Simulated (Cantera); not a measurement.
A perfectly stirred reactor is fed with C₂H₆ : N₂ : H₂O = 1 : 140 : 0.21 (molar parts), at 1.00 bar; it is held at 1625 K, and followed from long to short residence time.

Computed with Cantera and GRI-Mech 3.0 (53 species, 325 reactions). GRI-Mech 3.0 stops at C3 and has no aromatics, soot or wall deposition, so with more carbon than oxygen in the feed, carbon stays in small species such as C2H2 where larger ones or solid carbon would form.

Task: Predict: x(C₂H₆) at τ = 1.20 s; x(CH₃) at τ = 1.20 s; x(C₂H₂) at τ = 1.20 s; x(CH₂) at τ = 1.20 s; x(CH₄) at τ = 1.20 s; x(C₂H₆) at τ = 24.0 ms; x(CH₃) at τ = 24.0 ms; x(C₂H₂) at τ = 24.0 ms; x(CH₂) at τ = 24.0 ms; x(CH₄) at τ = 24.0 ms.

Result: 
```
Quantity                  Result
----------------------  --------
x(C₂H₆) at τ = 1.20 s    2.41e-6
x(CH₃) at τ = 1.20 s     2.51e-5
x(C₂H₂) at τ = 1.20 s    0.00607
x(CH₂) at τ = 1.20 s     2.03e-8
x(CH₄) at τ = 1.20 s     0.00145
x(C₂H₆) at τ = 24.0 ms   6.05e-5
x(CH₃) at τ = 24.0 ms   0.000117
x(C₂H₂) at τ = 24.0 ms   0.00556
x(CH₂) at τ = 24.0 ms    2.52e-7
x(CH₄) at τ = 24.0 ms    0.00208
```
